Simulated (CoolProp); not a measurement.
Model: reference Helmholtz-energy equation of state, Thol 2012, in CoolProp.

### Question
For benzene, give the phase and the cp (kJ/(kg K)), viscosity (µPa s), conductivity (mW/(m K)) at 571.5 K and 0.273 MPa; 435.9 K and 7.54 MPa.

### Answer
- 571.5 K and 0.273 MPa: gas; cp 1.99, viscosity 14.3, conductivity 38.1
- 435.9 K and 7.54 MPa: liquid; cp 2.17, viscosity 172, conductivity 105

Viscosity comes from a separate model (Avgeri 2014). Thermal conductivity comes from a separate model (Assael 2012).
